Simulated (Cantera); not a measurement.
A perfectly stirred reactor is fed with 7.14 % NO, 92.9 % N2, at 48.8 Torr; it is held at 1975 K, and followed from long to short residence time.

Cantera simulation using GRI-Mech 3.0 (53 species, 325 reactions); the numbers are that mechanism's predictions, not measurements.

x: mole fraction; the columns are a selection and need not sum to one.

| τ (s) | x NO | x N2 | x NO2 | x O | x N2O | x O2 |
|---|---|---|---|---|---|---|
| 2.1 | 0.0672 | 0.931 | … | 0.000124 | 1.98e-6 | 0.00204 |
| 0.66 | 0.0703 | 0.929 | … | 8.64e-5 | 2.18e-6 | 0.000504 |
| 0.21 | 0.0711 | 0.929 | … | 6.13e-5 | 2.20e-6 | 0.000113 |
| 0.065 | 0.0714 | 0.929 | … | 3.19e-5 | 2.09e-6 | 1.61e-5 |
| 0.020 | 0.0714 | 0.929 | … | 1.05e-5 | 1.72e-6 | 1.42e-6 |
| 0.0064 | 0.0714 | 0.929 | … | 2.92e-6 | 1.10e-6 | 1.19e-7 |
| 0.0020 | 0.0714 | 0.929 | … | 7.62e-7 | 5.04e-7 | 9.54e-9 |
| 0.00064 | 0.0714 | 0.929 | … | 2.19e-7 | 1.89e-7 | 8.73e-10 |
| 0.00020 | 0.0714 | 0.929 | 3.01e-10 | 6.55e-8 | 6.24e-8 | 8.15e-11 |

Question: Some entries are withheld; supply them.

Answer: 
- 2.1, x NO2: 3.55e-6
- 0.66, x NO2: 2.51e-6
- 0.21, x NO2: 1.81e-6
- 0.065, x NO2: 9.71e-7
- 0.020, x NO2: 3.20e-7
- 0.0064, x NO2: 8.01e-8
- 0.0020, x NO2: 1.55e-8
- 0.00064, x NO2: 2.47e-9
